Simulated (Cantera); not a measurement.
A Cantera script and its output.

```python
import numpy as np
import cantera as ct

gas = ct.Solution("gri30.yaml")


def delay(T, t_max=10):
    gas.TPX = T, 1600000, {'CH4': 1, 'H2': 0.15, 'O2': 4.32, 'N2': 16.3, 'H2O': 1.2}
    reactor = ct.IdealGasReactor(gas, clone=False)
    net = ct.ReactorNet([reactor])
    net.rtol, net.atol = 1e-8, 1e-16
    while net.time < t_max:
        t_old, T_old = net.time, reactor.T
        net.step()
        if reactor.T > T + 400:  # ignition: a rise of 400 K
            return t_old + (T + 400 - T_old) / (reactor.T - T_old) * (net.time - t_old)
    return np.nan


taus = []
for T in [1125, 1175, 1225, 1275, 1325, 1375]:
    taus.append(delay(T))
    print(f"T0 = {T:6g} K   tau = {taus[-1]:.4e} s")
```

Result:

```
T0 =   1125 K   tau = 2.1442e-03 s
T0 =   1175 K   tau = 1.0899e-03 s
T0 =   1225 K   tau = 6.0319e-04 s
T0 =   1275 K   tau = 3.5785e-04 s
T0 =   1325 K   tau = 2.2364e-04 s
T0 =   1375 K   tau = 1.4500e-04 s
```

Detailed kinetics in Cantera: GRI-Mech 3.0 (53 species, 325 reactions). The pressure lies above the range GRI-Mech 3.0 was tuned for (to about 10 atm).
